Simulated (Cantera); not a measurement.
Input (Python, Cantera) and output of one run.

```python
import numpy as np
import cantera as ct

gas_names = [...]  # 45 gases of nasa_gas.yaml made of Al, Cl, H, N, O
cond_names = """
    AL(cr) AL(L) ALCL3(s) ALCL3(L) ALN(s) AL2O3(a) AL2O3(L) H2O(s) H2O(L) NH4CL(a) NH4CL(b)
""".split()


# ... load() reads the species with a 1 bar reference pressure and builds the phases ...
atoms = {
    'AlCl3': {'AL': 1, 'CL': 3},
    'H2O': {'H': 2, 'O': 1},
    'N2': {'N': 2},
}
top_T = {'ALN(s)': 2750}  # K; cautious upper limits of use, not melting points


# ... equilibrate(T, P, feed) seeds the gas with the atoms and calls Mixture.equilibrate('TP', solver="vcs", rtol=1e-11, max_steps=5000) ...
results = []
feed = {'AlCl3': 1, 'H2O': 1.1, 'N2': 14}  # mol
P = 570  # Pa
for T in [848, 948, 1048, 1148, 1248, 1348, 1448, 1548, 1648]:
    mix = equilibrate(T, P, feed)
    results.append((T, P, feed, dict(zip(mix.species_names, mix.species_moles))))
    x = sorted(zip(gas.X, gas.species_names), reverse=True)
    print(f"T = {T:g} K  P = {P:g} Pa  gas = {mix.phase_moles(0):.4g} mol")
    print("   x: " + "  ".join(f"{s} {v:.3e}" for v, s in x if v > 0.0001))
    print("   condensed (mol): " + ("  ".join(f"{mix.phase(i).name} {mix.phase_moles(i):.4g}"
          for i in range(1, mix.n_phases) if mix.phase_moles(i) > 1e-12) or "none"))
```

It prints:

```
T = 848 K  P = 570 Pa  gas = 16.47 mol
   x: N2 8.502e-01  HCL 1.336e-01  ALCL3 1.619e-02
   condensed (mol): AL2O3(a) 0.3667
T = 948 K  P = 570 Pa  gas = 16.47 mol
   x: N2 8.502e-01  HCL 1.336e-01  ALCL3 1.619e-02
   condensed (mol): AL2O3(a) 0.3667
T = 1048 K  P = 570 Pa  gas = 16.47 mol
   x: N2 8.502e-01  HCL 1.336e-01  ALCL3 1.619e-02
   condensed (mol): AL2O3(a) 0.3667
T = 1148 K  P = 570 Pa  gas = 16.47 mol
   x: N2 8.502e-01  HCL 1.336e-01  ALCL3 1.619e-02
   condensed (mol): AL2O3(a) 0.3667
T = 1248 K  P = 570 Pa  gas = 16.47 mol
   x: N2 8.502e-01  HCL 1.335e-01  ALCL3 1.619e-02
   condensed (mol): AL2O3(a) 0.3667
T = 1348 K  P = 570 Pa  gas = 16.47 mol
   x: N2 8.501e-01  HCL 1.333e-01  ALCL3 1.619e-02  CL 2.866e-04  H2 1.411e-04
   condensed (mol): AL2O3(a) 0.3666
T = 1448 K  P = 570 Pa  gas = 16.47 mol
   x: N2 8.499e-01  HCL 1.329e-01  ALCL3 1.616e-02  CL 7.165e-04  H2 3.403e-04
   condensed (mol): AL2O3(a) 0.3666
T = 1548 K  P = 570 Pa  gas = 16.48 mol
   x: N2 8.494e-01  HCL 1.320e-01  ALCL3 1.602e-02  CL 1.608e-03  H2 7.148e-04  ALCL2 1.532e-04
   condensed (mol): AL2O3(a) 0.3666
T = 1648 K  P = 570 Pa  gas = 16.5 mol
   x: N2 8.485e-01  HCL 1.306e-01  ALCL3 1.556e-02  CL 3.344e-03  H2 1.306e-03  ALCL2 5.270e-04
   condensed (mol): AL2O3(a) 0.3666
```

Equilibrium computed with Cantera from the NASA thermochemical tables; the gas is ideal and each condensed phase is pure. The tables' values for AlCl2 are old estimates; treat these amounts as uncertain. Condensed phases not in the tables: AlOCl.
